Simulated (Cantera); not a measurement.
Feed: 1 mol Si3N4, 1.6 mol N2O, 4.5 mol N2, 0.16 mol CO2, at 1448.15 K and 0.0285 Torr.

Equilibrium computed with Cantera from the NASA thermochemical tables; the gas is ideal and each condensed phase is pure. Candidate condensed phases: C, Si, SiC, SiO2, Si2N2O, Si3N4; 34 gas species. Rates play no part.

### Question
What is the equilibrium state?

### Answer
```json
{
 "x(N2)": "0.910",
 "x(SiO)": "0.0690",
 "x(CO)": "0.0212",
 "x(Si)": "3.29e-6",
 "n(Si2N2O(s))": "1.24 mol",
 "gas_amount": "7.540 mol",
 "log10 activity of Si(s) (absent)": "-1.37",
 "log10 activity of C(graphite) (absent)": "-2.46"
}
```
